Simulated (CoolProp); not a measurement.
Vapour-liquid equilibrium of R22 (1) + R115 (2) at 0.831 MPa; x and y are mole fractions of (1).

The numbers come from the multi-fluid Helmholtz-energy mixture model, Kamei 1995 and Lemmon 2016; pair parameters Bell 2016 in CoolProp.

```
x      bubble temperature, mixture model (°C)  bubble temperature, Raoult's law (°C)  y, mixture model  y, Raoult's law
-----  --------------------------------------  -------------------------------------  ----------------  ---------------
0.05                                     19.5                                   21.6             0.094            0.057
0.125                                    17.1                                   21.1             0.199            0.141
0.2                                      15.5                                   20.7             0.278            0.224
0.275                                    14.5                                   20.3             0.342            0.304
0.35                                     13.9                                   19.9             0.399            0.383
0.425                                    13.5                                   19.5             0.453            0.460
0.5                                      13.3                                   19.2             0.507            0.535
0.575                                    13.3                                   18.8             0.563            0.609
0.65                                     13.6                                   18.4             0.624            0.681
0.725                                    14.0                                   18.1             0.690            0.752
0.8                                      14.5                                   17.7             0.764            0.821
0.875                                    15.3                                   17.4             0.846            0.889
0.95                                     16.2                                   17.0             0.936            0.956
```

The largest gap from Raoult's law is -6.0 K in bubble temperature, at x = 0.425. y crosses x between x = 0.5 and 0.575: the model has an azeotrope there.

Pair parameters are fitted to limited data, so mixtures are less certain than the pure fluids.
